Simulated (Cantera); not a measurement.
Charge: 1 mol SiHCl3, 45 mol N2, 11 mol H2, equilibrated at 10000 Pa.

These are equilibrium values from Cantera (NASA tables, ideal gas, pure condensed phases), not measurements of a reactor. Candidate condensed phases: NH4Cl, Si, Si3N4; 28 gas species. N2 is the only nitrogen source here; it is nearly inert below about 1500 K, so the nitride shown seldom forms there in practice. Kinetics and transport are ignored. All values below are at 1123 K.

Base state: N2 0.773, H2 0.174, HCl 0.0522, SiCl4 2.62e-5 (mole fractions); condensed: Si3N4(s).

### Question
What changes in the equilibrium state with this change: SiHCl3 replaced by SiCl4?

### Answer
| species | before | after |
|---|---|---|
| N2 | 0.773 | 0.773 |
| H2 | 0.174 | 0.157 |
| HCl | 0.0522 | 0.0693 |
| SiCl4 | 2.62e-5 | 0.000101 |
| Si3N4(s), mol | 0.333 | 0.331 |
